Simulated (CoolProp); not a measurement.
Properties of carbon dioxide along the isobar 8660 kPa.

Model: reference Helmholtz-energy equation of state, Span 1996, in CoolProp.

```
T (°C)          phase  density (kg/m³)  viscosity (µPa s)  Prandtl number
------  -------------  ---------------  -----------------  --------------
-17.95         liquid             1050                148            2.19
4.75           liquid            940.3                104            2.14
27.55          liquid            764.4               65.5            2.81
50.35   supercritical            257.7               21.7            1.79
73.05   supercritical            190.2               20.6            1.17
95.85   supercritical            160.2               20.9            1.00
118.65  supercritical            141.3               21.6           0.924
141.35  supercritical            127.8               22.3           0.876
164.15  supercritical            117.3               23.1           0.845
186.95  supercritical            108.8               24.0           0.824
209.75  supercritical            101.8               24.8           0.806
232.45  supercritical            95.77               25.7           0.793
255.25  supercritical            90.55               26.5           0.782
278.05  supercritical            85.97               27.3           0.773
300.75  supercritical            81.91               28.1           0.766
```

Viscosity comes from a separate model (Laesecke 2017). Thermal conductivity comes from a separate model (Huber 2016).
